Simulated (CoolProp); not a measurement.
Vapour-liquid equilibrium of n-octane (1) + m-xylene (2) at 55.45 °C; x and y are mole fractions of (1).

Model: multi-fluid Helmholtz-energy mixture model, Beckmüller 2019 and Zhou 2012; pair parameters Bell 2016, in CoolProp.

```
x     bubble pressure (MPa)  y at the bubble point  dew pressure at overall composition x (MPa)  liquid density (mol/L)
----  ---------------------  ---------------------  -------------------------------------------  ----------------------
0.05             (withheld)                  0.086                                     0.005493                   7.728
0.15               0.005987                  0.235                                     0.005752              (withheld)
0.25               0.006362                  0.361                                     0.006030                   7.271
0.35               0.006713             (withheld)                                   (withheld)                   7.059
0.45               0.007044             (withheld)                                     0.006644                   6.856
0.55               0.007357                  0.658                                     0.006978                   6.663
0.65               0.007654                  0.741                                     0.007327                   6.479
0.75               0.007938             (withheld)                                     0.007688                   6.303
0.85               0.008211                  0.892                                     0.008055                   6.135
0.95               0.008473                  0.964                                     0.008421                   5.974
```

**Question.** Complete the blanks.

**Answer.** 
- 0.05, bubble pressure (MPa): 0.005584
- 0.15, liquid density (mol/L): 7.494
- 0.35, y at the bubble point: 0.471
- 0.35, dew pressure at overall composition x (MPa): 0.006327
- 0.45, y at the bubble point: 0.569
- 0.75, y at the bubble point: 0.818

No azeotrope shows between x = 0.05 and 0.95.

Pair parameters are fitted to limited data, so mixtures are less certain than the pure fluids.
